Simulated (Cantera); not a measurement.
A Cantera script and its output.

```python
import numpy as np
import cantera as ct

gas = ct.Solution("gri30.yaml")
gas.TPX = 575, 101325, {'CH4': 1, 'O2': 1.67, 'N2': 6.27}
flame = ct.FreeFlame(gas, width=0.04)
flame.set_refine_criteria(ratio=3, slope=0.08, curve=0.16)
flame.transport_model = "mixture-averaged"
flame.solve(loglevel=0, auto=True)
z, T = flame.grid, flame.T
thick = (T[-1] - T[0]) / np.gradient(T, z).max()
show = ['CH4', 'O2', 'N2O', 'C2H2', 'HCN', 'NO']
print(f"laminar burning velocity  {flame.velocity[0] * 100:.3f} cm/s")
print(f"burnt temperature         {T[-1]:.1f} K")
print(f"thermal thickness         {thick * 1e3:.4f} mm")
print(f"grid points               {len(z)}")
z0 = z[flame.heat_release_rate.argmax()]
print(f"{'z/mm':>9s}{'T/K':>9s}{'u/(m/s)':>9s}" + "".join(f"{s:>11s}" for s in show))
rows = []
for k in (-3, -2, -1.5, -1, -0.5, -0.25, 0, 0.25, 0.5, 1, 2, 4, 8):
    zz = z0 + k * thick
    rows.append([k * thick, np.interp(zz, z, T), np.interp(zz, z, flame.velocity),
                 *(np.interp(zz, z, flame.X[gas.species_index(s)]) for s in show)])
    print(f"{rows[-1][0] * 1e3:9.3f}{rows[-1][1]:9.1f}{rows[-1][2]:9.3f}" + "".join(f"{x:11.3e}" for x in rows[-1][3:]))
```

Result:

```
laminar burning velocity  110.720 cm/s
burnt temperature         2317.3 K
thermal thickness         0.3399 mm
grid points               153
     z/mm      T/K  u/(m/s)        CH4         O2        N2O       C2H2        HCN         NO
   -1.020    575.2    1.109  1.116e-01  1.865e-01  2.420e-13  5.693e-09  1.293e-10  6.337e-10
   -0.680    577.4    1.117  1.111e-01  1.858e-01  4.443e-12  9.529e-08  2.227e-09  8.148e-09
   -0.510    587.8    1.141  1.098e-01  1.845e-01  3.751e-11  7.399e-07  1.773e-08  5.082e-08
   -0.340    663.2    1.300  1.037e-01  1.783e-01  5.050e-10  8.836e-06  2.175e-07  4.910e-07
   -0.170   1098.7    2.196  7.171e-02  1.409e-01  6.968e-09  1.102e-04  2.647e-06  4.996e-06
   -0.085   1514.3    3.067  3.849e-02  9.687e-02  1.807e-08  3.088e-04  6.754e-06  1.148e-05
    0.000   1882.1    3.850  9.708e-03  4.875e-02  3.308e-08  5.318e-04  1.378e-05  2.299e-05
    0.085   2044.8    4.189  9.535e-04  2.072e-02  4.293e-08  1.793e-04  1.512e-05  3.928e-05
    0.170   2086.9    4.263  5.339e-05  1.048e-02  4.686e-08  1.630e-05  8.768e-06  5.218e-05
    0.340   2118.0    4.307  1.520e-07  5.901e-03  4.504e-08  7.226e-08  2.019e-06  6.305e-05
    0.680   2154.7    4.366  2.566e-11  4.433e-03  4.183e-08  2.421e-11  1.579e-07  6.998e-05
    1.360   2200.0    4.445  8.261e-15  3.230e-03  3.949e-08  2.569e-16  2.910e-09  7.810e-05
    2.719   2247.3    4.527  8.396e-15  2.009e-03  3.653e-08  1.472e-18  7.288e-11  8.981e-05
```

Model: GRI-Mech 3.0 (53 species, 325 reactions), integrated in Cantera. Burning velocities carry a grid error of a few per cent, more on coarse grids.
